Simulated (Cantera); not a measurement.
A closed system holds: 1 mol Cu2O, 2 mol CO, 1.7 mol N2, equilibrated at 13.0 Pa.

Equilibrium computed with Cantera from the NASA thermochemical tables; the gas is ideal and each condensed phase is pure. Candidate condensed phases: C, Cu, CuO, Cu2O; 27 gas species. The numbers say what is thermodynamically allowed, not how fast it happens. All values below are at 1950 K.

Base state: Cu 0.348, N2 0.296, CO 0.186, CO2 0.162, O2 0.00434, O 0.00261, NO 0.000586, CuO 2.94e-5 (mole fractions); condensed: gas only.

**Question.** What changes in the equilibrium state with this change: CO from 2 to 20 mol?

**Answer.** 
```
species    before    after
-------  --------  -------
CO          0.186    0.802
Cu          0.348   0.0844
N2          0.296   0.0717
CO2         0.162   0.0420
O2        0.00434  1.56e-5
CuO       2.94e-5  4.27e-7
NO       0.000586  1.73e-5
Cu2       2.05e-5  1.20e-6
```
